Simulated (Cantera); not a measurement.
Input (Python, Cantera):

```python
import numpy as np
import cantera as ct

gas = ct.Solution("h2o2.yaml")


def delay(T, t_max=10):
    gas.TPX = T, 3800000, {'H2': 1, 'O2': 0.5, 'N2': 1.4}
    reactor = ct.IdealGasReactor(gas, clone=False)
    net = ct.ReactorNet([reactor])
    net.rtol, net.atol = 1e-8, 1e-16
    while net.time < t_max:
        t_old, T_old = net.time, reactor.T
        net.step()
        if reactor.T > T + 400:  # ignition: a rise of 400 K
            return t_old + (T + 400 - T_old) / (reactor.T - T_old) * (net.time - t_old)
    return np.nan


taus = []
for T in [1000, 1100, 1200, 1300, 1400, 1500, 1600, 1700, 1800]:
    taus.append(delay(T))
    print(f"T0 = {T:6g} K   tau = {taus[-1]:.4e} s")

# d ln(tau) / d ln(k), from doubling and halving each rate constant
T, sens = 1200, []
for i in range(gas.n_reactions):
    gas.set_multiplier(2.0, i)
    up = delay(T)
    gas.set_multiplier(0.5, i)
    down = delay(T)
    gas.set_multiplier(1.0, i)
    sens.append((np.log(up / down) / np.log(4.0), gas.reaction(i).equation))
sens.sort(key=lambda x: -abs(x[0]))
print(f"sensitivities at {T} K")
for s, eq in sens[:10]:
    print(f"{s:8.3f}  {eq}")
```

Output:

```
T0 =   1000 K   tau = 3.4670e-03 s
T0 =   1100 K   tau = 4.8101e-04 s
T0 =   1200 K   tau = 8.7913e-05 s
T0 =   1300 K   tau = 1.8210e-05 s
T0 =   1400 K   tau = 3.5244e-06 s
T0 =   1500 K   tau = 7.0000e-07 s
T0 =   1600 K   tau = 3.0798e-07 s
T0 =   1700 K   tau = 1.9340e-07 s
T0 =   1800 K   tau = 1.3940e-07 s
sensitivities at 1200 K
  -0.514  H + H2O2 <=> H2 + HO2
  -0.480  H + O2 <=> O + OH
  -0.450  2 OH (+M) <=> H2O2 (+M)
   0.185  H + O2 + M <=> HO2 + M
   0.163  H + O2 + N2 <=> HO2 + N2
   0.091  2 HO2 <=> H2O2 + O2
  -0.067  H + HO2 <=> H2 + O2
   0.049  H + O2 + O2 <=> HO2 + O2
  -0.048  H + HO2 <=> 2 OH
  -0.030  H2 + OH <=> H + H2O
```

Computed with Cantera and the H2/O2 subset of GRI-Mech 3.0, which has no nitrogen chemistry. The hydrogen kinetics of GRI-Mech 3.0 are dated; newer H2 mechanisms differ, most at raised pressure. The pressure lies above the range GRI-Mech 3.0 was tuned for (to about 10 atm).
